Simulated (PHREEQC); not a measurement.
A solution holds 0.0076 mol/kgw KOH, 3.2e-05 mol/kgw Fe(NO3)3 and 8.4e-05 mol/kgw CdSO4, at 25 °C. Closed to the air; pH follows from the charge balance.

The numbers come from PHREEQC with the ion-association model, phreeqc.dat.

This is a speciation only: nothing precipitates in the calculation.

Task: Order these Cd species by the share of Cd that they hold, largest first: Cd(OH)2, Cd(OH)3-, CdOH+.

Result: Cd(OH)2 (90 %), Cd(OH)3- (7.3 %), CdOH+ (2.8 %)

The pH is 11.82 and the ionic strength 0.00768 mol/kgw. Saturation is exceeded, for instance for Cd(OH)2, Fe(OH)3(a); the values hold only as long as no solid forms.
